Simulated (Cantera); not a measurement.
Cantera run:

```python
import numpy as np
import cantera as ct

gas_names = """
    CL CL2 H HCL H2 N NH NH2 NH3 N2 N2H2 N2H4 Na NaCL NaH Na2 Na2CL2
""".split()
cond_names = """
    NH4CL(a) NH4CL(b) Na(cr) Na(L) NaCL(s) NaCL(L)
""".split()


# ... load() reads the species with a 1 bar reference pressure and builds the phases ...
atoms = {
    'NaCl': {'Na': 1, 'CL': 1},
    'H2': {'H': 2},
    'N2': {'N': 2},
}
top_T = {}  # K; cautious upper limits of use, not melting points


# ... equilibrate(T, P, feed) seeds the gas with the atoms and calls Mixture.equilibrate('TP', solver="vcs", rtol=1e-11, max_steps=5000) ...
results = []
feed = {'NaCl': 1, 'H2': 0.32, 'N2': 0.47}  # mol
P = 2.1  # Pa
for T in [623, 823, 1023, 1223, 1423, 1623, 1823, 2023, 2223]:
    mix = equilibrate(T, P, feed)
    results.append((T, P, feed, dict(zip(mix.species_names, mix.species_moles))))
    x = sorted(zip(gas.X, gas.species_names), reverse=True)
    print(f"T = {T:g} K  P = {P:g} Pa  gas = {mix.phase_moles(0):.4g} mol")
    print("   x: " + "  ".join(f"{s} {v:.3e}" for v, s in x if v > 0.0001))
    print("   condensed (mol): " + ("  ".join(f"{mix.phase(i).name} {mix.phase_moles(i):.4g}"
          for i in range(1, mix.n_phases) if mix.phase_moles(i) > 1e-12) or "none"))
```

It prints:

```
T = 623 K  P = 2.1 Pa  gas = 0.79 mol
   x: N2 5.949e-01  H2 4.051e-01
   condensed (mol): NaCL(s) 1
T = 823 K  P = 2.1 Pa  gas = 0.8002 mol
   x: N2 5.874e-01  H2 3.999e-01  NaCL 1.028e-02  Na2CL2 2.427e-03
   condensed (mol): NaCL(s) 0.9879
T = 1023 K  P = 2.1 Pa  gas = 1.753 mol
   x: NaCL 5.261e-01  N2 2.681e-01  H2 1.821e-01  Na2CL2 2.171e-02  HCL 1.005e-03  Na 1.005e-03
   condensed (mol): none
T = 1223 K  P = 2.1 Pa  gas = 1.795 mol
   x: NaCL 5.494e-01  N2 2.618e-01  H2 1.749e-01  Na 6.658e-03  HCL 6.657e-03  Na2CL2 5.326e-04
   condensed (mol): none
T = 1423 K  P = 2.1 Pa  gas = 1.813 mol
   x: NaCL 5.267e-01  N2 2.592e-01  H2 1.638e-01  Na 2.479e-02  HCL 2.472e-02  H 5.867e-04
   condensed (mol): none
T = 1623 K  P = 2.1 Pa  gas = 1.856 mol
   x: NaCL 4.754e-01  N2 2.532e-01  H2 1.389e-01  Na 6.345e-02  HCL 6.149e-02  H 5.620e-03  CL 1.960e-03
   condensed (mol): none
T = 1823 K  P = 2.1 Pa  gas = 1.966 mol
   x: NaCL 3.827e-01  N2 2.391e-01  Na 1.259e-01  HCL 1.022e-01  H2 9.694e-02  H 2.944e-02  CL 2.368e-02
   condensed (mol): none
T = 2023 K  P = 2.1 Pa  gas = 2.282 mol
   x: NaCL 2.240e-01  Na 2.143e-01  N2 2.060e-01  CL 1.245e-01  H 9.204e-02  HCL 8.983e-02  H2 4.932e-02
   condensed (mol): none
T = 2223 K  P = 2.1 Pa  gas = 2.795 mol
   x: Na 2.905e-01  CL 2.596e-01  H 1.689e-01  N2 1.682e-01  NaCL 6.737e-02  HCL 3.091e-02  H2 1.460e-02
   condensed (mol): none
```

These are equilibrium values from Cantera (NASA tables, ideal gas, pure condensed phases), not measurements of a reactor.
